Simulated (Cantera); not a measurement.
Source: NASA polynomial tables (part measured, part estimated), evaluated in Cantera. Values are per mole of reaction as written; species without (g) are pure solids or liquids, kept so even where they would boil at 1 bar. TaC: taken at fixed stoichiometry.

Problem. Between 425 and 525 K, where is each reaction favourable under standard conditions?
- 3 Ta + C₃H₈(g) ⇌ 3 TaC + 8 H(g)

Solution. 
- 3 Ta + C₃H₈(g) ⇌ 3 TaC + 8 H(g): ΔG° is 1137 kJ at 425 K and 1066 kJ at 525 K; it stays positive (K < 1). ΔH° is 1443 kJ and ΔS° 717 J/K at 525 K.
